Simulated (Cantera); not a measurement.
Input: 1 mol borazine, 2.6 mol H2O, 1.3 mol N2, at 1.00 Torr.

Method: chemical equilibrium by Gibbs-energy minimisation in Cantera with the NASA 1993 tables (ideal gas, pure condensed phases). Candidate condensed phases: B, BN, B2O3, B3O3H3, H2O; 39 gas species. The feed counts by its element totals alone. Rates play no part. All values below are at 1648 K.

Base state: H2 0.591, N2 0.258, HBO 0.0546, B2O3 0.0513, B2O2 0.0261, HBO2 0.0131, BO 0.00369, H 0.00187 (mole fractions); condensed: BN(s).

Task: What changes in the equilibrium state with this change: H2O from 2.6 to 0.054 mol?

Result: 
| species | before | after |
|---|---|---|
| H2 | 0.591 | 0.687 |
| N2 | 0.258 | 0.301 |
| HBO | 0.0546 | 0.00907 |
| B2O3 | 0.0513 | 0.000203 |
| B2O2 | 0.0261 | 0.000620 |
| HBO2 | 0.0131 | 0.000361 |
| BO | 0.00369 | 0.000569 |
| H2O | 0.000178 | 3.44e-5 |
| H | 0.00187 | 0.00202 |
| BN(s), mol | 0.977 | 2.95 |
